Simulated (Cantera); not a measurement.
A freely propagating, adiabatic, planar premixed flame of CO : H₂ : CH₄ : O₂ : N₂ : CO₂ = 1 : 0.88 : 0.59 : 2.3 : 8.66 : 1.7 (molar parts), unburnt at 323 K and 2.86 atm; mixture-averaged transport, grid criteria slope 0.08 and curve 0.16, no radiation.

Model: GRI-Mech 3.0 (53 species, 325 reactions), integrated in Cantera. Burning velocities carry a grid error of a few per cent, more on coarse grids.

Question: How do the results move with these cheaper or finer settings: unity-Lewis-number transport; multicomponent transport; multicomponent+Soret transport; grid criteria slope 0.5, curve 1; grid criteria slope 0.25, curve 0.5; grid criteria slope 0.03, curve 0.06?

Answer: 
| setting | laminar burning velocity | thermal thickness | peak x(CH₂CO) | peak x(CH₂O) | grid points |
|---|---|---|---|---|---|
| as above | 22.7 cm/s | 0.247 mm | 1.41e-5 | 0.000516 | 135 |
| unity-Lewis-number transport | 23.3 cm/s | 0.228 mm | 1.05e-5 | 0.000419 | 133 |
| multicomponent transport | 22.9 cm/s | 0.248 mm | 1.43e-5 | 0.000519 | 135 |
| multicomponent+Soret transport | 22.3 cm/s | 0.251 mm | 1.40e-5 | 0.000513 | 135 |
| grid criteria slope 0.5, curve 1 | 23.6 cm/s | 0.272 mm | 1.41e-5 | 0.000523 | 37 |
| grid criteria slope 0.25, curve 0.5 | 23.4 cm/s | 0.256 mm | 1.40e-5 | 0.000514 | 59 |
| grid criteria slope 0.03, curve 0.06 | 22.8 cm/s | 0.242 mm | 1.42e-5 | 0.000515 | 342 |
The base run took about 22 core-seconds (a rough figure).
Unity Lewis numbers drop preferential diffusion, which matters most where H2 and H carry the flame; Soret adds thermal diffusion.
